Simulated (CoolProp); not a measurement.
A single-stage vapour-compression cycle with R236FA: evaporating at 278.15 K (dew point), condensing at 302.15 K (bubble point), superheat 10 K, subcooling 0 K, compressor efficiency 0.9, no pressure losses. Each further row changes one setting.

Computed with CoolProp (reference Helmholtz-energy equation of state, Pan 2012).

| case | cooling COP | pressure ratio | discharge temperature (K) | refrigerating effect (kJ/kg) | volumetric capacity (kJ/m³) |
|---|---|---|---|---|---|
| as stated | 9.36 | 2.35 | 309.3 | 135 | 1190 |
| evaporating temperature 283.15 K | 12.3 | 1.94 | ___ | 139 | 1460 |
| condensing temperature 297.15 K | 12.1 | 2.00 | ___ | 141 | 1240 |
| subcooling 5 K | 9.79 | 2.35 | 309.3 | 141 | 1240 |
| superheat 20 K | ___ | 2.35 | ___ | ___ | 1210 |
| compressor efficiency 0.8 | 8.32 | 2.35 | 311.3 | 135 | 1190 |

Task: Complete the blanks.

Result: 
- evaporating temperature 283.15 K, discharge temperature (K): 309.7
- condensing temperature 297.15 K, discharge temperature (K): 305.0
- superheat 20 K, cooling COP: 9.53
- superheat 20 K, discharge temperature (K): 319.3
- superheat 20 K, refrigerating effect (kJ/kg): 143
